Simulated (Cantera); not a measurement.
An adiabatic, constant-volume homogeneous reactor starts with CO : H2 : O2 : N2 = 1 : 0.12 : 0.596 : 2.24 (molar parts), at 1325 K and 250000 Pa. Integrator tolerance rtol = 1e-08.

Model: GRI-Mech 3.0 (53 species, 325 reactions), integrated in Cantera. The hydrogen kinetics of GRI-Mech 3.0 are dated; newer H2 mechanisms differ, most at raised pressure.

| quantity | before | after |
|---|---|---|
| time of steepest temperature rise | 23.1 µs | 20.8 µs |
| temperature at 0.300 s | 2920 K | 2545 K |
| equilibrium temperature | 2920 K | 2545 K |
| x(CO) at 0.300 s | 0.0958 (gas-phase equilibrium 0.0958) | 0.00783 (gas-phase equilibrium 0.00783) |
| x(H2) at 0.300 s | 0.00184 (gas-phase equilibrium 0.00184) | 0.000382 (gas-phase equilibrium 0.000382) |
| x(O2) at 0.300 s | 0.0441 (gas-phase equilibrium 0.0441) | 0.104 (gas-phase equilibrium 0.104) |
| x(OH) at 0.300 s | 0.0101 (gas-phase equilibrium 0.0101) | 0.00570 (gas-phase equilibrium 0.00570) |
| x(HO2) at 0.300 s | 8.50e-6 (gas-phase equilibrium 8.50e-6) | 8.18e-6 (gas-phase equilibrium 8.18e-6) |
| x(NO) at 0.300 s | 0.0175 (gas-phase equilibrium 0.0175) | 0.0167 (gas-phase equilibrium 0.0167) |

Task: Name the change that produced these shifts.
(A) N2 2.24 to 3.5 parts
(B) CO 1 to 0.38 parts
(C) initial temperature 1325 to 1450 K
(D) constant pressure in place of constant volume

Result: B, CO 1 to 0.38 parts
